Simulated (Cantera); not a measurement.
A Cantera script and what it prints.

```python
import numpy as np
import cantera as ct

gas_names = [...]  # 47 gases of nasa_gas.yaml made of Ca, F, H, N, O
cond_names = """
    Ca(a) Ca(b) Ca(L) CaF2(a) CaF2(b) CaF2(L) CaO(s) CaO(L) CaO2H2(s) H2O(s) H2O(L)
""".split()


# ... load() reads the species with a 1 bar reference pressure and builds the phases ...
atoms = {
    'CaO': {'Ca': 1, 'O': 1},
    'HF': {'H': 1, 'F': 1},
    'N2': {'N': 2},
}
top_T = {}  # K; cautious upper limits of use, not melting points


# ... equilibrate(T, P, feed) seeds the gas with the atoms and calls Mixture.equilibrate('TP', solver="vcs", rtol=1e-11, max_steps=5000) ...
results = []
feed = {'CaO': 1, 'HF': 33, 'N2': 2.2}  # mol
T = 1273  # K
P = 1.1  # Pa
mix = equilibrate(T, P, feed)
results.append((T, P, feed, dict(zip(mix.species_names, mix.species_moles))))
print(gas.report(threshold=0.001))
for i in range(1, mix.n_phases):
    print(f"{mix.phase(i).name:16s} {mix.phase_moles(i):12.5e} mol")
```

It prints:

```
       temperature   1273 K
          pressure   1.1 Pa
           density   2.1301e-06 kg/m^3
  mean mol. weight   20.496 kg/kmol
   phase of matter   gas

                          1 kg             1 kmol
                     ---------------   ---------------
          enthalpy       -1.0977e+07       -2.2498e+08  J
   internal energy       -1.1493e+07       -2.3557e+08  J
           entropy             15459        3.1685e+05  J/K
    Gibbs function       -3.0656e+07       -6.2833e+08  J
 heat capacity c_p            1558.1             31935  J/K
 heat capacity c_v            1152.5             23621  J/K

                      mass frac. Y      mole frac. X     chem. pot. / RT
                     ---------------   ---------------   ---------------
                HF           0.88423           0.90587           -60.586
               H2O          0.025612          0.029139           -63.473
                N2          0.087868          0.064287           -39.684
     [  +44 minor]           0.00229         0.0007074

Ca(L)             0.00000e+00 mol
CaF2(a)           9.80087e-01 mol
CaO(s)            0.00000e+00 mol
```

Method: chemical equilibrium by Gibbs-energy minimisation in Cantera with the NASA 1993 tables (ideal gas, pure condensed phases).
